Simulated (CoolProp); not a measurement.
1-butene along the isobar 499 kPa: Z from the reference equation and from simpler models built on Tc = 146.1 °C, pc = 4006 kPa, ω = 0.192; each cubic takes its own stable root.

The numbers come from the reference Helmholtz-energy equation of state, Lemmon 2005 in CoolProp. It is a short technical equation, of lower accuracy than the large ones.

| T (°C) | phase | reference |
|---|---|---|
| 10.75 | liquid | 0.01957 |
| 37.55 | liquid | 0.01894 |
| 64.35 | gas | 0.9042 |
| 91.15 | gas | 0.9275 |
| 117.95 | gas | 0.9434 |
| 144.65 | gas | 0.9549 |
| 171.45 | gas | 0.9634 |
| 198.25 | gas | 0.9700 |
| 225.05 | gas | 0.9752 |
| 251.85 | gas | 0.9793 |

### Question
How far does each simpler model (van der Waals, Redlich-Kwong) lie from the reference over these 10 states: mean and median of the absolute difference, and the worst?

### Answer
- van der Waals: mean 925.4 %, median 0.9 %, worst +4753.7 % at 37.55 °C and 499 kPa
- Redlich-Kwong: mean 462.5 %, median 0.2 %, worst +4611.7 % at 37.55 °C and 499 kPa

At some of these states van der Waals, Redlich-Kwong gives the other phase, because its saturation line lies elsewhere.
